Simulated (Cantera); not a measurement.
Input: 1 mol Cu, 0.58 mol F2, 1.7 mol H2, equilibrated at 1300 Pa.

Method: chemical equilibrium by Gibbs-energy minimisation in Cantera with the NASA 1993 tables (ideal gas, pure condensed phases). Candidate condensed phases: Cu, CuF2; 15 gas species. Equilibrium is a limit: real reactors are often held back by kinetics, nucleation or transport.

x: gas mole fraction; n: condensed amount in mol.

```json
[
 {"T (K)": "1150", "x HF": "0.509", "x H2": "0.491", "x Cu": "2.22e-7", "x H": "[?]", "x CuF": "1.85e-7", "x Cu2": "3.45e-12", "n Cu(s)": "1.000", "n Cu(l)": "0"},
 {"T (K)": "1200", "x HF": "0.509", "x H2": "0.491", "x Cu": "9.45e-7", "x H": "[?]", "x CuF": "5.61e-7", "x Cu2": "2.68e-11", "n Cu(s)": "1.000", "n Cu(l)": "0"},
 {"T (K)": "1250", "x HF": "0.509", "x H2": "0.491", "x Cu": "3.57e-6", "x H": "[?]", "x CuF": "1.56e-6", "x Cu2": "1.76e-10", "n Cu(s)": "1.000", "n Cu(l)": "0"},
 {"T (K)": "1300", "x HF": "0.509", "x H2": "0.491", "x Cu": "1.21e-5", "x H": "[?]", "x CuF": "3.99e-6", "x Cu2": "9.96e-10", "n Cu(s)": "1.000", "n Cu(l)": "0"},
 {"T (K)": "1350", "x HF": "0.509", "x H2": "0.491", "x Cu": "3.76e-5", "x H": "[?]", "x CuF": "9.53e-6", "x Cu2": "4.94e-9", "n Cu(s)": "1.000", "n Cu(l)": "0"},
 {"T (K)": "1400", "x HF": "0.509", "x H2": "0.491", "x Cu": "0.000104", "x H": "[?]", "x CuF": "2.06e-5", "x Cu2": "2.03e-8", "n Cu(s)": "0", "n Cu(l)": "1.000"},
 {"T (K)": "1450", "x HF": "0.509", "x H2": "0.491", "x Cu": "0.000265", "x H": "[?]", "x CuF": "4.18e-5", "x Cu2": "7.41e-8", "n Cu(s)": "0", "n Cu(l)": "0.999"},
 {"T (K)": "1500", "x HF": "0.508", "x H2": "0.491", "x Cu": "0.000633", "x H": "[?]", "x CuF": "8.10e-5", "x Cu2": "2.48e-7", "n Cu(s)": "0", "n Cu(l)": "0.998"}
]
```

**Question.** What belongs in the gaps?

**Answer.** 
- 1150, x H: 4.59e-7
- 1200, x H: 1.21e-6
- 1250, x H: 2.97e-6
- 1300, x H: 6.80e-6
- 1350, x H: 1.46e-5
- 1400, x H: 2.99e-5
- 1450, x H: 5.81e-5
- 1500, x H: 0.000108
